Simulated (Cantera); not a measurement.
Cantera run:

```python
import numpy as np
import cantera as ct

gas_names = """
    N NO NO2 NO3 N2 N2O O O2 O3 Si SiN SiO SiO2 Si2 Si2N Si3
""".split()
cond_names = """
    Si(cr) Si(L) SiO2(Lqz) SiO2(hqz) SiO2(L) Si2N2O(s) Si3N4(a)
""".split()


# ... load() reads the species with a 1 bar reference pressure and builds the phases ...
atoms = {
    'Si3N4': {'Si': 3, 'N': 4},
    'O2': {'O': 2},
}
top_T = {'Si2N2O(s)': 2100, 'Si3N4(a)': 2400}  # K; cautious upper limits of use, not melting points


# ... equilibrate(T, P, feed) seeds the gas with the atoms and calls Mixture.equilibrate('TP', solver="vcs", rtol=1e-11, max_steps=5000) ...
results = []
feed = {'Si3N4': 1, 'O2': 1.3}  # mol
P = 10000  # Pa
for T in [1550, 1600, 1650, 1700, 1750, 1800, 1850, 1900]:
    mix = equilibrate(T, P, feed)
    results.append((T, P, feed, dict(zip(mix.species_names, mix.species_moles))))

top = {s: max(r[3][s] / sum(r[3][g] for g in gas_names) for r in results) for s in gas_names}
cols = sorted((s for s in top if top[s] > 0.0001), key=lambda s: -top[s])[:5]
seen = [c for c in cond_names if any(r[3].get(c, 0) > 1e-12 for r in results)]
print("log10 of partial pressures in bar; condensed amounts in mol")
print(f"{'T/K':>10s}" + "".join(f"{s[:9]:>10s}" for s in cols + seen))
for T, P, feed, n in results:
    ng = sum(n[g] for g in gas_names)
    print(f"{T:10.4g}" + "".join(f"{np.log10(max(n[s] / ng * P / 1e5, 1e-99)):10.3f}" for s in cols)
          + "".join(f"{n.get(c, 0):10.4g}" for c in seen))
```

Result:

```
log10 of partial pressures in bar; condensed amounts in mol
       T/K        N2       SiO SiO2(hqz)   SiO2(L) Si2N2O(s)
      1550    -1.000    -4.757    0.7333         0     1.133
      1600    -1.000    -4.230    0.7332         0     1.133
      1650    -1.001    -3.736    0.7328         0     1.133
      1700    -1.002    -3.272         0    0.7318     1.132
      1750    -1.006    -2.837         0     0.729     1.129
      1800    -1.017    -2.425         0    0.7219     1.122
      1850    -1.043    -2.030         0    0.7025     1.103
      1900    -1.112    -1.642         0    0.6387     1.039
```

These are equilibrium values from Cantera (NASA tables, ideal gas, pure condensed phases), not measurements of a reactor. Mutual solubility and eutectic melting of coexisting phases are not modelled. The tables hold silica as quartz up to 1696 K and as liquid above; real silica turns to tridymite and cristobalite and melts near 1996 K.
